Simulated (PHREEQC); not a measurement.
Synthetic water in mg/L, 25 °C, pH 6.16, pe 8.2: Na 0.0205; K 0.00996; Ca 0.0082; Mg 0.00272; Cl 0.0368; S(6) as SO4 0.0252; Alkalinity as HCO3 0.0129; Br 7.91e-05; Pb 0.00153; B 2.97e-06.

Cl is adjusted to close the charge balance.
Valence states are taken as typed.

Model: ion-association model, wateq4f.dat, run in PHREEQC.

Each row changes one thing in this solution. Precipitation was switched off in this run.

```csv
case,ionic strength (mol/kgw),CO2 (mol/kgw),HCO3- (mol/kgw),PbOH+ (mol/kgw),CO3-2 (mol/kgw),HSO4- (mol/kgw),SI of Pb(OH)2 (Pb(OH)2),SI of Anglesite (PbSO4)
as made,3.07e-6,1.38e-6,8.90e-7,2.01e-10,6.07e-11,1.75e-11,-3.98,-6.94
pH from 6.16 to 5.5 at the same alkalinity,5.55e-6,2.40e-5,3.38e-6,4.47e-11,5.05e-11,8.00e-11,-5.29,-6.94
temperature from 25 to 85 °C at the same typed pH,3.07e-6,7.32e-7,4.66e-7,2.01e-10,5.04e-11,8.29e-11,-2.26,-7.21
Na from 0.0205 to 0.041 mg/L,3.97e-6,1.38e-6,8.90e-7,2.01e-10,6.07e-11,1.75e-11,-3.98,-6.94
```

Complexes and solids missing from the database can't appear. Constants without temperature data keep their 25 °C values here.
